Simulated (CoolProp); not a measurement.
Vapour pressure (MPa) of n-perfluorohexane: the reference equation beside estimates from Tc = 174.9 °C, pc = 1.742 MPa, ω = 0.497. Clausius-Clapeyron is anchored at -38.05 °C with a constant enthalpy of vaporisation of 36.76 kJ/mol.

The numbers come from the reference Helmholtz-energy equation of state, Gao 2022 in CoolProp.

```json
[
 {"T (°C)": "-50.15", "reference": "0.0002462", "Clausius-Clapeyron": "0.0002500", "Redlich-Kwong": "0.003696", "Soave-Redlich-Kwong": "0.0002588", "Peng-Robinson": "0.0002970"},
 {"T (°C)": "-46.15", "reference": "0.0003520", "Clausius-Clapeyron": "0.0003545", "Redlich-Kwong": "0.004721", "Soave-Redlich-Kwong": "0.0003673", "Peng-Robinson": "0.0004171"},
 {"T (°C)": "-42.15", "reference": "0.0004957", "Clausius-Clapeyron": "0.0004967", "Redlich-Kwong": "0.005966", "Soave-Redlich-Kwong": "0.0005136", "Peng-Robinson": "0.0005777"},
 {"T (°C)": "-38.05", "reference": "0.0006934", "Clausius-Clapeyron": "0.0006934", "Redlich-Kwong": "0.007504", "Soave-Redlich-Kwong": "0.0007141", "Peng-Robinson": "0.0007957"},
 {"T (°C)": "-34.05", "reference": "0.0009489", "Clausius-Clapeyron": "0.0009498", "Redlich-Kwong": "0.009297", "Soave-Redlich-Kwong": "0.0009719", "Peng-Robinson": "0.001074"},
 {"T (°C)": "-30.05", "reference": "0.001282", "Clausius-Clapeyron": "0.001288", "Redlich-Kwong": "0.01142", "Soave-Redlich-Kwong": "0.001307", "Peng-Robinson": "0.001432"},
 {"T (°C)": "-26.05", "reference": "0.001710", "Clausius-Clapeyron": "0.001728", "Redlich-Kwong": "0.01390", "Soave-Redlich-Kwong": "0.001736", "Peng-Robinson": "0.001889"},
 {"T (°C)": "-22.05", "reference": "0.002256", "Clausius-Clapeyron": "0.002298", "Redlich-Kwong": "0.01680", "Soave-Redlich-Kwong": "0.002282", "Peng-Robinson": "0.002465"},
 {"T (°C)": "-18.05", "reference": "0.002943", "Clausius-Clapeyron": "0.003029", "Redlich-Kwong": "0.02014", "Soave-Redlich-Kwong": "0.002968", "Peng-Robinson": "0.003184"},
 {"T (°C)": "-13.95", "reference": "0.003823", "Clausius-Clapeyron": "0.003984", "Redlich-Kwong": "0.02409", "Soave-Redlich-Kwong": "0.003845", "Peng-Robinson": "0.004099"},
 {"T (°C)": "-9.95", "reference": "0.004886", "Clausius-Clapeyron": "0.005163", "Redlich-Kwong": "0.02849", "Soave-Redlich-Kwong": "0.004903", "Peng-Robinson": "0.005197"},
 {"T (°C)": "-5.95", "reference": "0.006187", "Clausius-Clapeyron": "0.006639", "Redlich-Kwong": "0.03348", "Soave-Redlich-Kwong": "0.006197", "Peng-Robinson": "0.006532"},
 {"T (°C)": "-1.95", "reference": "0.007765", "Clausius-Clapeyron": "0.008474", "Redlich-Kwong": "0.03913", "Soave-Redlich-Kwong": "0.007767", "Peng-Robinson": "0.008143"}
]
```

Absolute difference from the reference over all 13 rows, mean and median: Clausius-Clapeyron 2.7 and 1.5 %, Redlich-Kwong 784.5 and 712.9 %, Soave-Redlich-Kwong 1.9 and 1.5 %, Peng-Robinson 11.3 and 10.5 %.
